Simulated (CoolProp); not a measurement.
Octamethyltrisiloxane (MDM) along the isobar 0.325 MPa: Z from the reference equation and from simpler models built on Tc = 292.2 °C, pc = 1.438 MPa, ω = 0.528; each cubic takes its own stable root.

Model: reference Helmholtz-energy equation of state, Thol 2017, in CoolProp.

```
T (°C)   phase  reference
------  ------  ---------
56.85   liquid    0.03576
91.85   liquid    0.03393
126.85  liquid    0.03268
161.85  liquid    0.03200
196.85  liquid    0.03200
231.85     gas     0.8682
266.85     gas     0.9020
301.85     gas     0.9251
```

**Question.** How far does each simpler model (van der Waals, Redlich-Kwong, Peng-Robinson) lie from the reference over these 8 states: mean and median of the absolute difference, and the worst?

**Answer.** 
- van der Waals: mean 683.0 %, median 72.4 %, worst +2662.2 % at 196.85 °C and 0.325 MPa
- Redlich-Kwong: mean 330.5 %, median 17.7 %, worst +2567.2 % at 196.85 °C and 0.325 MPa
- Peng-Robinson: mean 1.9 %, median 1.8 %, worst -3.1 % at 126.85 °C and 0.325 MPa

At some of these states van der Waals, Redlich-Kwong gives the other phase, because its saturation line lies elsewhere.
